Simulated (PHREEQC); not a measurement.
0.75 g of hydrous ferric oxide (600 m²/g; 0.2 weak and 0.005 strong sites per Fe, Dzombak-Morel constants, diffuse double layer) in 1 kg of water with 0.3 mol/kgw of an inert sodium salt and 0.81 mmol/kgw PbCl2, at 25 °C; the pH is set by adding NaOH or the inert anion's acid. Oxygen is held at 0.21 atm. No CO2 enters from the air. Precipitation was switched off in this run.

Model: ion-association model, wateq4f.dat, run in PHREEQC.

```csv
pH,Pb sorbed (%),surface charge σ (C/m²),surface potential ψ (mV)
4,5.5,0.350,123
4.67,___,0.307,___
5.33,___,0.253,107
6.67,98.5,0.168,87
7.33,99.8,0.124,72
8,99.9,0.081,___
8.67,100.0,___,___
9.33,100.0,0.016,13
10.67,99.4,-0.019,-15
11.33,91.3,-0.050,-36
12,61.0,-0.153,-81
```

Question: Some entries are withheld; supply them.

Answer: 
- 4.67, Pb sorbed (%): 12.6
- 4.67, surface potential ψ (mV): 116
- 5.33, Pb sorbed (%): 52.8
- 8, surface potential ψ (mV): 54
- 8.67, surface charge σ (C/m²): 0.044
- 8.67, surface potential ψ (mV): 33

Along this series the solution becomes supersaturated in solids that the run did not let form, among them Pb(OH)2.
